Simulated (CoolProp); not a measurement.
n-pentane along the isobar 194 bar: Z from the reference equation and from simpler models built on Tc = 196.5 °C, pc = 33.68 bar, ω = 0.251; each cubic takes its own stable root.

Values from CoolProp's reference Helmholtz-energy equation of state, Thol 2019.

```json
[
 {"T (°C)": "96.65", "phase": "liquid", "reference": "0.7828", "van der Waals": "1.175", "Redlich-Kwong": "0.8555", "Soave-Redlich-Kwong": "0.8393"},
 {"T (°C)": "107.95", "phase": "liquid", "reference": "0.7730", "van der Waals": "1.152", "Redlich-Kwong": "0.8438", "Soave-Redlich-Kwong": "0.8285"},
 {"T (°C)": "119.35", "phase": "liquid", "reference": "0.7643", "van der Waals": "1.130", "Redlich-Kwong": "0.8334", "Soave-Redlich-Kwong": "0.8192"},
 {"T (°C)": "130.65", "phase": "liquid", "reference": "0.7568", "van der Waals": "1.110", "Redlich-Kwong": "0.8243", "Soave-Redlich-Kwong": "0.8114"},
 {"T (°C)": "141.95", "phase": "liquid", "reference": "0.7505", "van der Waals": "1.092", "Redlich-Kwong": "0.8164", "Soave-Redlich-Kwong": "0.8050"},
 {"T (°C)": "153.35", "phase": "liquid", "reference": "0.7453", "van der Waals": "1.075", "Redlich-Kwong": "0.8095", "Soave-Redlich-Kwong": "0.7999"},
 {"T (°C)": "164.65", "phase": "liquid", "reference": "0.7412", "van der Waals": "1.059", "Redlich-Kwong": "0.8038", "Soave-Redlich-Kwong": "0.7962"},
 {"T (°C)": "176.05", "phase": "liquid", "reference": "0.7381", "van der Waals": "1.044", "Redlich-Kwong": "0.7990", "Soave-Redlich-Kwong": "0.7939"},
 {"T (°C)": "187.35", "phase": "liquid", "reference": "0.7362", "van der Waals": "1.030", "Redlich-Kwong": "0.7953", "Soave-Redlich-Kwong": "0.7928"},
 {"T (°C)": "198.75", "phase": "supercritical", "reference": "0.7353", "van der Waals": "1.017", "Redlich-Kwong": "0.7924", "Soave-Redlich-Kwong": "0.7931"},
 {"T (°C)": "210.05", "phase": "supercritical", "reference": "0.7355", "van der Waals": "1.006", "Redlich-Kwong": "0.7905", "Soave-Redlich-Kwong": "0.7945"},
 {"T (°C)": "221.45", "phase": "supercritical", "reference": "0.7368", "van der Waals": "0.9950", "Redlich-Kwong": "0.7895", "Soave-Redlich-Kwong": "0.7973"},
 {"T (°C)": "232.75", "phase": "supercritical", "reference": "0.7392", "van der Waals": "0.9852", "Redlich-Kwong": "0.7893", "Soave-Redlich-Kwong": "0.8012"}
]
```
